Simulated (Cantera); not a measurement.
Mixture: CH₄ : CO : O₂ : N₂ : H₂O = 1 : 0.073 : 4.85 : 18.2 : 0.92 (molar parts), equivalence ratio 0.42, at 4.93 atm, adiabatic and at constant volume. Ignition delay is the time to a rise of 400 K.

Cantera simulation using GRI-Mech 3.0 (53 species, 325 reactions); the numbers are that mechanism's predictions, not measurements.

Task: What does this change do: pressure from 4.93 atm to 0.632 atm?

Result: 
```tsv
quantity	before	after
delay at 1223 K	5.09 ms	31.9 ms
delay at 1423 K	0.524 ms	2.71 ms
delay at 1623 K	85.3 µs	0.479 ms
delay at 1823 K	21.1 µs	0.135 ms
delay at 2023 K	7.23 µs	50.0 µs
apparent activation energy between 1823 and 2023 K	160 kJ/mol	150 kJ/mol
```

Task: What does this change do: pressure from 4.93 atm to 21.7 atm?

Result: 
```json
[
 {"quantity": "delay at 1223 K", "before": "5.09 ms", "after": "1.22 ms"},
 {"quantity": "delay at 1423 K", "before": "0.524 ms", "after": "0.142 ms"},
 {"quantity": "delay at 1623 K", "before": "85.3 µs", "after": "25.8 µs"},
 {"quantity": "delay at 1823 K", "before": "21.1 µs", "after": "6.31 µs"},
 {"quantity": "delay at 2023 K", "before": "7.23 µs", "after": "2.04 µs"},
 {"quantity": "apparent activation energy between 1823 and 2023 K", "before": "160 kJ/mol", "after": "170 kJ/mol"}
]
```
The pressure lies above the range GRI-Mech 3.0 was tuned for (to about 10 atm).
